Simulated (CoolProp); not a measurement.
Vapour-liquid equilibrium of n-hexane (1) + p-xylene (2) at 311 kPa; x and y are mole fractions of (1).

Computed with CoolProp (multi-fluid Helmholtz-energy mixture model, Thol 2019 and Zhou 2012; pair parameters Bell 2016).

Give the bubble temperature and the first vapour's composition at x = 0.5, 0.65, 0.8. Is there an azeotrope?

x = 0.5: 131.6 °C, y = 0.838; x = 0.65: 123.6 °C, y = 0.903; x = 0.8: 117.0 °C, y = 0.951. No azeotrope shows between x = 0.05 and 0.95.

Pair parameters are fitted to limited data, so mixtures are less certain than the pure fluids.
